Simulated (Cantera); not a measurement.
An isothermal, constant-pressure homogeneous reactor starts with CH4 : CO2 = 1 : 3.9 (molar parts), at 1298 K and 7500 Torr. Integrator tolerance rtol = 1e-08.

Model: GRI-Mech 3.0 (53 species, 325 reactions), integrated in Cantera.

Task: What does this change do: temperature 1298 to 1773 K?

Result: 
```tsv
quantity	before	after
x(CH4) at 50.0 s	0.0690 (gas-phase equilibrium 5.74e-5)	7.16e-8 (gas-phase equilibrium 7.51e-8)
x(CO2) at 50.0 s	0.555 (gas-phase equilibrium 0.270)	0.233 (gas-phase equilibrium 0.233)
x(H) at 50.0 s	5.20e-8 (gas-phase equilibrium 1.27e-7)	2.91e-5 (gas-phase equilibrium 2.91e-5)
x(CH3) at 50.0 s	2.89e-6 (gas-phase equilibrium 1.03e-9)	4.08e-10 (gas-phase equilibrium 4.28e-10)
x(O2) at 50.0 s	<1e-12 (gas-phase equilibrium <1e-12)	5.82e-10 (gas-phase equilibrium 5.82e-10)
x(CH2) at 50.0 s	2.33e-11 (gas-phase equilibrium <1e-12)	<1e-12 (gas-phase equilibrium <1e-12)
x(HO2) at 50.0 s	<1e-12 (gas-phase equilibrium <1e-12)	<1e-12 (gas-phase equilibrium <1e-12)
```

Task: What does this change do: CO2 3.9 to 0.44 parts?

Result: 
```csv
quantity,before,after
x(CH4) at 50.0 s,0.0690 (gas-phase equilibrium 5.74e-5),0.420 (gas-phase equilibrium 0.240)
x(CO2) at 50.0 s,0.555 (gas-phase equilibrium 0.270),0.127 (gas-phase equilibrium 0.000354)
x(H) at 50.0 s,5.20e-8 (gas-phase equilibrium 1.27e-7),1.01e-7 (gas-phase equilibrium 2.10e-7)
x(CH3) at 50.0 s,2.89e-6 (gas-phase equilibrium 1.03e-9),9.50e-6 (gas-phase equilibrium 2.61e-6)
x(O2) at 50.0 s,<1e-12 (gas-phase equilibrium <1e-12),<1e-12 (gas-phase equilibrium <1e-12)
x(CH2) at 50.0 s,2.33e-11 (gas-phase equilibrium <1e-12),1.12e-11 (gas-phase equilibrium <1e-12)
x(HO2) at 50.0 s,<1e-12 (gas-phase equilibrium <1e-12),<1e-12 (gas-phase equilibrium <1e-12)
```
GRI-Mech 3.0 stops at C3 and has no aromatics, soot or wall deposition, so with more carbon than oxygen in the feed, carbon stays in small species such as C2H2 where larger ones or solid carbon would form.
